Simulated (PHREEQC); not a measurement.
Solution (25 °C): 0.1 mol NaHSO4, 0.66 mol NaOH and 0.0055 mol LiCl per kg of water. Closed to the air; pH follows from the charge balance.

All values are PHREEQC results (ion-association model, phreeqc.dat), not measurements.

Each row changes one thing in this solution. Precipitation was switched off in this run.

```
case                                            pH  ionic strength (mol/kgw)  NaOH (mol/kgw)  SI of Halite (NaCl)
-------------------------------------------  -----  ------------------------  --------------  -------------------
as made                                      13.53                     0.785        1.45e-11                -4.32
temperature from 25 to 90 °C                 11.91                     0.780        1.28e-11                    ?
LiCl replaced by FeCl3 at the same molality      ?                     0.780        1.39e-11                -3.84
LiCl from 0.0055 to 0.0275 mol/kgw           13.53                     0.806        1.44e-11                -3.62
NaHSO4 left out                              13.61                     0.665        1.64e-11                    ?
```

**Question.** Complete the blanks.

**Answer.** 
- temperature from 25 to 90 °C, SI of Halite (NaCl): -4.42
- LiCl replaced by FeCl3 at the same molality, pH: 13.51
- NaHSO4 left out, SI of Halite (NaCl): -4.35

The ionic strength passes 0.7 mol/kgw, the rough limit of the ion-association models, in as made; temperature from 25 to 90 °C; LiCl replaced by FeCl3 at the same molality; LiCl from 0.0055 to 0.0275 mol/kgw. Some of these states are supersaturated (in Fe(OH)3(a), Hematite (slow to form), for instance). At this temperature some constants are extrapolated from 25 °C, and those without enthalpy data are left unchanged.
